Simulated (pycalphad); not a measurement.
Source of the numbers: pycalphad with the COST 507 light-alloy database (1999); pressure 1 atm. No gas phase is included, though pure Mg would boil below 1650 K. The data set is of 1999 and partly superseded. Kinetics are ignored, which matters at the lower temperatures.

## Mg-10.48Si (wt.%): equilibrium cooling sequence

```tsv
T (K)	phases above	phases below
1149.7	liquid	liquid + MG2SI
911.9	liquid + MG2SI	hcp + MG2SI
```

Changes were sought between steps of 25 K, so a narrower field can be missed.

Database names, with the compositions (at.%) that they take in these runs: MG2SI: Mg 67 Si 33.
